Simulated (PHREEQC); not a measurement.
Make-up at 2.6 °C: 0.05 mol/kgw H3PO4 and 0.002 mol/kgw H2SO4. Closed to the air; pH follows from the charge balance.

Computed with PHREEQC (ion-association model, phreeqc.dat).

Each row changes one thing in this solution. No solid was allowed to form.

```tsv
case	pH	ionic strength (mol/kgw)	SO4-2 (mol/kgw)	HSO4- (mol/kgw)
as made	1.73	0.0221	0.00112	0.000877
H3PO4 left out	2.46	0.00541	0.00170	0.000296
H2SO4 from 0.002 to 0.0022 mol/kgw	1.72	0.0225	0.00123	0.000968
temperature from 2.6 to 50 °C	1.82	0.0176	0.000721	0.00128
H2SO4 replaced by FeSO4 at the same molality	1.77	0.0230	0.00116	0.000822
H3PO4 replaced by Na2HPO4 at the same molality	7.95	0.142	0.00175	5.47e-10
temperature from 2.6 to 85 °C	1.88	0.0152	0.000398	0.00160
```

Away from 25 °C the constants follow the database's enthalpies or fits; those with neither stay at their 25 °C values.
